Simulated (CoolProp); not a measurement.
The numbers come from the reference Helmholtz-energy equation of state, Lemmon 2022 in CoolProp.

Task: Give the vapour pressure (MPa), surface tension (mN/m), liquid viscosity (µPa s) of saturated R1234yf at 36.25 °C.

Result: 
```json
[
 {"T (°C)": "36.25", "p (MPa)": "0.925", "surface tension (mN/m)": "4.83", "liquid viscosity (µPa s)": "126"}
]
```

Viscosity comes from a separate model (Bell 2016), an estimate that may be off by 10 % or more. Surface tension comes from a separate correlation (Mulero 2012).
